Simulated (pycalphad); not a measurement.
**Phase fractions of Cu-42.52Si (wt.%)**

Computed with pycalphad from the COST 507 light-alloy database (1999), at 1 atm. The database dates from 1999; later assessments differ in places, in temperatures and in the compounds included. Amounts are mole fractions of atoms. Diffusion is slow at the low end, where real alloys seldom reach equilibrium.

```
T (K)  liquid  diamond (Si)  CU19SI6_ETA
-----  ------  ------------  -----------
1450    1.000             -            -
1350    0.765         0.235            -
1250    0.636         0.364            -
1150      [?]           [?]            -
1050        -         0.508        0.492
950         -         0.508        0.492
850         -         0.508        0.492
750         -         0.508        0.492
650         -         0.508        0.492
550         -         0.508        0.492
```

**Question.** Complete the blanks.

**Answer.** 
- 1150, liquid: 0.570
- 1150, diamond (Si): 0.430

Database names, with the compositions (at.%) that they take in these runs: CU19SI6_ETA: Cu 76 Si 24.
